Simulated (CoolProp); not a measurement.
A simple Rankine cycle with cis-2-butene: condensing at 307.15 K, boiler at 1.1 MPa, turbine inlet 375.9 K, turbine efficiency 0.6, pump efficiency 0.7, no recuperator. Each further row changes one setting.

Model: reference Helmholtz-energy equation of state, Lemmon 2005, in CoolProp. It is a short technical equation, of lower accuracy than the large ones.

| case | thermal efficiency (%) | net work (kJ/kg) | heat in (kJ/kg) | turbine exit temperature (K) | volume ratio over the turbine |
|---|---|---|---|---|---|
| as stated | 7.5 | 35.6 | 472 | 339.9 | 4.01 |
| turbine inlet 395.9 K | 7.6 | 38.8 | 513 | 361.7 | 3.94 |
| condensing temperature 299.15 K | 8.6 | 42.2 | 490 | 334.5 | 5.11 |
| boiler pressure 0.77 MPa | 5.8 | 28.1 | 484 | 351.2 | 2.73 |
| turbine efficiency 0.5 | 6.2 | 29.4 | 472 | 343.6 | 4.06 |
